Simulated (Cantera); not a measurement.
An isothermal, constant-pressure homogeneous reactor starts with N₂O : N₂ = 1 : 5.2 (molar parts), at 1050 K and 0.987 atm. Integrator tolerance rtol = 1e-08.

Detailed kinetics in Cantera: GRI-Mech 3.0 (53 species, 325 reactions). GRI-Mech 3.0 was tuned for natural gas; its chemistry of N2O as a main component is partial and can be far from experiment. The mechanism lacks the step 2 NO + O2 → 2 NO2, which can matter for NO2 below about 1400 K. The temperature is held fixed by assumption; the heat of reaction is taken as removed at once.

### Question
What does this change do: N2 5.2 to 26 parts?

### Answer
| quantity | before | after |
|---|---|---|
| x(N₂O) at 60.0 s | 0.0510 (gas-phase equilibrium 2.91e-9) | 0.0122 (gas-phase equilibrium 1.53e-9) |
| x(NO) at 60.0 s | 0.00440 (gas-phase equilibrium 3.43e-5) | 0.00105 (gas-phase equilibrium 1.74e-5) |
| x(NO₂) at 60.0 s | 6.70e-5 (gas-phase equilibrium 7.87e-7) | 1.60e-5 (gas-phase equilibrium 1.97e-7) |
| x(N₂) at 60.0 s | 0.896 (gas-phase equilibrium 0.925) | 0.975 (gas-phase equilibrium 0.982) |
| x(O) at 60.0 s | 4.90e-8 (gas-phase equilibrium 1.84e-10) | 4.90e-8 (gas-phase equilibrium 9.07e-11) |

### Question
What does this change do: temperature 1050 to 1200 K?

### Answer
```csv
quantity,before,after
x(N₂O) at 60.0 s,0.0510 (gas-phase equilibrium 2.91e-9),4.14e-8 (gas-phase equilibrium 9.64e-9)
x(NO) at 60.0 s,0.00440 (gas-phase equilibrium 3.43e-5),0.0111 (gas-phase equilibrium 0.000127)
x(NO₂) at 60.0 s,6.70e-5 (gas-phase equilibrium 7.87e-7),0.000107 (gas-phase equilibrium 1.27e-6)
x(N₂) at 60.0 s,0.896 (gas-phase equilibrium 0.925),0.920 (gas-phase equilibrium 0.925)
x(O) at 60.0 s,4.90e-8 (gas-phase equilibrium 1.84e-10),6.63e-9 (gas-phase equilibrium 6.89e-9)
```
